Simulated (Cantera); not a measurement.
Mixture: CH3OH : O2 : N2 : H2O = 1 : 3 : 10.2 : 4.1 (molar parts), equivalence ratio 0.50, at 760 Torr, adiabatic and at constant volume. Ignition delay is the time to a rise of 400 K.

Cantera simulation using GRI-Mech 3.0 (53 species, 325 reactions); the numbers are that mechanism's predictions, not measurements. GRI-Mech 3.0 was tuned for natural gas; its chemistry of methanol as a main component is partial and can be far from experiment.

Predict: delay at 1075 K; delay at 1175 K; delay at 1275 K; delay at 1375 K; delay at 1475 K; delay at 1575 K; delay at 1675 K; apparent activation energy between 1475 and 1675 K.


```
Property                                                 Value
--------------------------------------------------  ----------
delay at 1075 K                                        73.9 ms
delay at 1175 K                                        10.7 ms
delay at 1275 K                                        2.16 ms
delay at 1375 K                                       0.572 ms
delay at 1475 K                                       0.191 ms
delay at 1575 K                                        78.6 µs
delay at 1675 K                                        39.8 µs
apparent activation energy between 1475 and 1675 K  160 kJ/mol
```
